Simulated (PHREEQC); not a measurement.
Synthetic water in mmol/kgw, 20 °C, pH 7.47, pe 10.2:

| constituent | mmol/kgw |
|---|---|
| Na | 0.000333 |
| K | 1.18e-05 |
| Ca | 0.000344 |
| Mg | 1.59e-05 |
| Cl | 7.98e-05 |
| S(6) | 0.000397 |
| Alkalinity (meq/kgw) | 0.000177 |
| Li | 8.12e-07 |
| Sr | 2.09e-07 |

Valence states are taken as typed.

The numbers come from PHREEQC with the ion-association model, phreeqc.dat.

No solid was allowed to form.

### Question
Order these C species by the share of C that they hold, largest first: CO2, CO3-2, HCO3-.

### Answer
HCO3- (92 %), CO2 (7.5 %), CO3-2 (0.12 %)

The ionic strength is 1.85e-6 mol/kgw.
